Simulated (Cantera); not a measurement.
Feed: 1 mol Si3N4, 4.2 mol CO2, 77 mol H2, 0.01 mol H2O, at 13300 Pa.

Cantera equilibrium calculation (NASA polynomials, part measured and part estimated; ideal gas, pure solids and liquids). Candidate condensed phases: C, C6H6, C7H8, C8H18, H2O, Si, SiC, SiO2, Si2N2O, Si3N4; 151 gas species. Mutual solubility and eutectic melting of coexisting phases are not modelled. The tables hold silica as quartz up to 1696 K and as liquid above; real silica turns to tridymite and cristobalite and melts near 1996 K. The numbers say what is thermodynamically allowed, not how fast it happens.

Q: At 1698 K, list the 4 most abundant gas species with their mole fractions, and the condensed phases.

A: H2 0.916, CO 0.0500, N2 0.0209, SiO 0.0127. Condensed: SiO2(condensed) + Si2N2O(s).
